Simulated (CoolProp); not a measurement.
Oxygen at 349.41 K and 0.941 MPa is throttled through a valve to 0.0807 MPa with no heat exchange. Each further row changes one setting.

The numbers come from the reference Helmholtz-energy equation of state, Schmidt 1985 in CoolProp.

```tsv
case	temperature change (K)	final density (kg/m³)
as stated	[?]	[?]
outlet pressure 0.0242 MPa	-1.8	0.268
outlet pressure 0.105 MPa	[?]	[?]
```

Fill in the missing entries.


- as stated, temperature change (K): -1.7
- as stated, final density (kg/m³): 0.893
- outlet pressure 0.105 MPa, temperature change (K): -1.6
- outlet pressure 0.105 MPa, final density (kg/m³): 1.16

Above 300 K oxygen's equation is extrapolated.
